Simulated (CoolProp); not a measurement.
Vapour-liquid equilibrium of cyclohexane (1) + o-xylene (2) at 470.5 K; x and y are mole fractions of (1).

Model: multi-fluid Helmholtz-energy mixture model, Zhou 2014 and Zhou 2012; pair parameters Bell 2016, in CoolProp.

```csv
x,bubble pressure (kPa),y at the bubble point,dew pressure at overall composition x (kPa),liquid density (mol/L)
0.05,400.9,0.169,359.0,6.742
0.2,563.8,0.474,413.1,6.771
0.35,713.4,0.640,484.9,6.795
0.5,851.8,0.749,583.7,6.817
0.65,983.1,0.833,725.0,6.839
0.8,1112,0.906,928.4,6.863
0.95,1245,0.976,1195,6.892
```

No azeotrope shows between x = 0.05 and 0.95.

Pair parameters are fitted to limited data, so mixtures are less certain than the pure fluids.
